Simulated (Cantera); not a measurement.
A perfectly stirred reactor is fed with CH₄ : CO₂ = 1 : 4.6 (molar parts), at 1.00 bar; it is held at 1850 K, and followed from long to short residence time.

Cantera simulation using GRI-Mech 3.0 (53 species, 325 reactions); the numbers are that mechanism's predictions, not measurements.

Problem. Predict: x(CH₄) at τ = 0.880 s; x(CO₂) at τ = 0.880 s; x(C₂H₂) at τ = 0.880 s; x(CH₂) at τ = 0.880 s; x(C₂H₄) at τ = 0.880 s; x(CH₄) at τ = 42.0 ms; x(CO₂) at τ = 42.0 ms; x(C₂H₂) at τ = 42.0 ms; x(CH₂) at τ = 42.0 ms; x(C₂H₄) at τ = 42.0 ms.

Solution. 
| Quantity | Result |
|---|---|
| x(CH₄) at τ = 0.880 s | 0.00170 |
| x(CO₂) at τ = 0.880 s | 0.291 |
| x(C₂H₂) at τ = 0.880 s | 0.000550 |
| x(CH₂) at τ = 0.880 s | 8.64e-8 |
| x(C₂H₄) at τ = 0.880 s | 3.25e-6 |
| x(CH₄) at τ = 42.0 ms | 0.0122 |
| x(CO₂) at τ = 42.0 ms | 0.378 |
| x(C₂H₂) at τ = 42.0 ms | 0.0206 |
| x(CH₂) at τ = 42.0 ms | 8.45e-7 |
| x(C₂H₄) at τ = 42.0 ms | 0.000183 |
